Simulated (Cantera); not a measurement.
Input (Python, Cantera) and output of one run.

```python
import numpy as np
import cantera as ct

gas_names = """
    C CH CH2 CH3 CH4 CN C2 C2H C2H2,acetylene C2H2,vinylidene C2H3,vinyl CH3CN C2H4 C2H5 C2H6 CCN CNC
    C2N2 C3 C3H3,propargyl C3H4,allene C3H4,propyne C3H4,cyclo- C3H5,allyl C3H6,propylene C3H6,cyclo-
    C3H7,n-propyl C3H7,i-propyl C3H8 C4 C4H2 C4H4,1,3-cyclo- C4H6,butadiene C4H6,2-butyne C4H6,cyclo-
    C4H8,1-butene C4H8,cis2-buten C4H8,tr2-butene C4H8,isobutene C4H8,cyclo- C4H9,n-butyl C4H9,i-butyl
    C4H9,s-butyl C4H9,t-butyl C4H10,isobutane C4H10,n-butane C4N2 C5 C5H6,1,3cyclo- C5H8,cyclo-
    C5H10,1-pentene C5H10,cyclo- C5H11,pentyl C5H11,t-pentyl C5H12,n-pentane C5H12,i-pentane
    CH3C(CH3)2CH3 C6H2 C6H5,phenyl C6H6 C6H10,cyclo- C6H12,1-hexene C6H12,cyclo- C6H13,n-hexyl
    C7H7,benzyl C7H8 C7H14,1-heptene C7H15,n-heptyl C7H16,n-heptane C8H8,styrene C8H10,ethylbenz
    C8H16,1-octene C8H17,n-octyl C8H18,isooctane C8H18,n-octane C9H19,n-nonyl C10H8,naphthale
    C10H21,n-decyl C12H9,o-bipheny C12H10,bipheny H HCN HCCN HNC H2 N NH NH2 NH3 N2 N2H2 N2H4
""".split()
cond_names = """
    C(gr) C6H6(L) C7H8(L) C8H18(L),n-octa
""".split()


def load(file, names, dense=False):
    # The tables refer to 1 bar. Condensed volumes are neglected.
    table = {s.name: s for s in ct.Species.list_from_file(file)}
    out = []
    for n in names:
        d = dict(table[n].input_data)
        d["thermo"] = dict(d["thermo"], **{"reference-pressure": 1e5})
        if dense:
            d["equation-of-state"] = {"model": "constant-volume", "density": "1e6 g/cm^3"}
        out.append(ct.Species.from_dict(d))
    return out


gas = ct.Solution(thermo="ideal-gas", species=load("nasa_gas.yaml", gas_names))
cond = {s.name: ct.Solution(thermo="fixed-stoichiometry", species=[s], name=s.name)
        for s in load("nasa_condensed.yaml", cond_names, dense=True)}
atoms = {
    'C2H2': {'C': 2, 'H': 2},
    'NH3': {'N': 1, 'H': 3},
    'H2': {'H': 2},
}
top_T = {'C(gr)': 4500}  # K; cautious upper limits of use, not melting points


def equilibrate(T, P, feed):
    n = {}
    for name, mol in feed.items():
        for a, k in atoms[name].items():
            n[a] = n.get(a, 0.0) + k * mol
    gas.TPX = T, P, n
    mass = sum(n.values()) * gas.mean_molecular_weight
    gas.equilibrate("TP")
    valid = [c for c in cond.values() if c.min_temp <= T <= top_T.get(c.name, c.max_temp)]
    mix = ct.Mixture([(gas, mass / gas.mean_molecular_weight)] + [(c, 0.0) for c in valid])
    mix.T, mix.P = T, P
    mix.equilibrate("TP", solver="vcs", rtol=1e-11, max_steps=5000)
    return mix


results = []
feed = {'C2H2': 1, 'NH3': 0.13, 'H2': 59}  # mol
T = 748  # K
P = 1000  # Pa
mix = equilibrate(T, P, feed)
results.append((T, P, feed, dict(zip(mix.species_names, mix.species_moles))))
print(gas.report(threshold=1e-06))
for i in range(1, mix.n_phases):
    print(f"{mix.phase(i).name:16s} {mix.phase_moles(i):12.5e} mol")
```

It prints:

```
       temperature   748 K
          pressure   1000 Pa
           density   0.00039882 kg/m^3
  mean mol. weight   2.4804 kg/kmol
   phase of matter   gas

                          1 kg             1 kmol
                     ---------------   ---------------
          enthalpy        4.4789e+06        1.1109e+07  J
   internal energy        1.9715e+06          4.89e+06  J
           entropy             80376        1.9936e+05  J/K
    Gibbs function       -5.5642e+07       -1.3801e+08  J
 heat capacity c_p             12274             30445  J/K
 heat capacity c_v            8922.2             22130  J/K

                      mass frac. Y      mole frac. X     chem. pot. / RT
                     ---------------   ---------------   ---------------
               CH4           0.20078          0.031043           -44.107
                H2           0.78665           0.96784           -21.473
               NH3        1.1391e-05        1.6589e-06           -49.999
                N2          0.012552         0.0011113           -35.579
     [  +88 minor]        1.3537e-07        1.1319e-08

C(gr)             1.85692e-01 mol
```

Equilibrium computed with Cantera from the NASA thermochemical tables; the gas is ideal and each condensed phase is pure.
